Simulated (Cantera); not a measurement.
# Ignition delay

Mixture: CH₄ : O₂ : N₂ = 1 : 2.41 : 9.06 (molar parts), at 338 Torr, adiabatic and at constant pressure. Ignition delay is the time to a rise of 400 K.

Computed with Cantera and GRI-Mech 3.0 (53 species, 325 reactions).

```csv
T0 (K),delay (ms)
1275,27.3
1325,14.1
1375,7.65
1425,4.34
1475,2.59
1525,1.62
1575,1.06
1625,0.718
1675,0.502
1725,0.361
```

| Item | Value |
|---|---|
| apparent activation energy between 1625 and 1725 K | 160 kJ/mol |
